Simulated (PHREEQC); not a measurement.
PHREEQC input (Pitzer model, pitzer.dat):

```
SOLUTION 1
  temp 25
  units mol/kgw
  pH 7 charge
  Cl 0.092
  S(6) 0.00231
  Li 0.0028
  Na 0.00182
SOLUTION 2
  temp 25
  units mol/kgw
  pH 7 charge
  C(4) 0.00888
  Na 0.00916
  Cl 3.4e-05
  Li 3.4e-05
END
SELECTED_OUTPUT 1
  -reset false
  -pH true
  -pe true
  -ionic_strength true
  -water true
  -totals C Cl Li Na S
  -molalities H+ Li+ Na+ Cl- CO3-2 SO4-2 OH- HCO3- CO2 HSO4-
  -equilibrium_phases Burkeite Halite Mirabilite Nahcolite Natron Thenardite Trona
PRINT
  -reset false
MIX 1
  1 1
  2 0
EQUILIBRIUM_PHASES 1
  Burkeite 0 0
  Halite 0 0
  Mirabilite 0 0
  Nahcolite 0 0
  Natron 0 0
  Thenardite 0 0
  Trona 0 0
END
# ... the last block is repeated for the other 10 points of share of solution B
```

Selected output (columns that matter, 11 of 11 rows; share of solution B added in front):

```
share of solution B	pH	mu	C	Cl	Li	Na	S	m_H+	m_Li+	m_Na+	m_Cl-	m_CO3-2	m_SO4-2	m_OH-
0	1.1284	0.095675	0	0.092	0.0028	0.00182	0.00231	0.090373	0.0028	0.00182	0.092	0	0.00068263	1.902e-13
0.1	1.1776	0.08616	0.00088799	0.082802	0.0025234	0.002554	0.002079	0.080443	0.0025234	0.002554	0.082802	1.4897e-17	0.0006395	2.0938e-13
0.2	1.233	0.076644	0.0017759	0.073604	0.0022467	0.0032879	0.0018479	0.070514	0.0022467	0.0032879	0.073604	3.593e-17	0.00059581	2.3364e-13
0.3	1.2968	0.067127	0.0026639	0.064407	0.0019701	0.0040218	0.0016169	0.060583	0.0019701	0.0040218	0.064407	6.7184e-17	0.00055133	2.6541e-13
0.4	1.3718	0.057607	0.0035518	0.05521	0.0016935	0.0047557	0.0013859	0.050653	0.0016935	0.0047557	0.05521	1.1691e-16	0.00050574	3.09e-13
0.5	1.4632	0.048085	0.0044396	0.046013	0.0014169	0.0054896	0.0011549	0.04072	0.0014169	0.0054896	0.046013	2.0404e-16	0.00045856	3.7287e-13
0.6	1.5803	0.038559	0.0053275	0.036817	0.0011403	0.0062234	0.00092391	0.030786	0.0011403	0.0062234	0.036817	3.8092e-16	0.00040899	4.7621e-13
0.7	1.7439	0.029025	0.0062153	0.027621	0.0008637	0.0069572	0.00069292	0.020848	0.0008637	0.0069572	0.027621	8.4389e-16	0.00035558	6.7454e-13
0.8	2.0175	0.019477	0.0071031	0.018425	0.00058713	0.007691	0.00046194	0.010904	0.00058713	0.007691	0.018425	2.9702e-15	0.00029517	1.2242e-12
0.9	3.0662	0.0099011	0.0079909	0.0092293	0.00031056	0.0084248	0.00023097	0.00094754	0.00031056	0.0084248	0.0092293	3.4925e-13	0.00021821	1.3098e-11
1	8.7195	0.0095025	0.00888	3.4e-05	3.4e-05	0.00916	0	2.1652e-09	3.4e-05	0.00916	3.4e-05	0.00030854	0	5.8775e-06
```
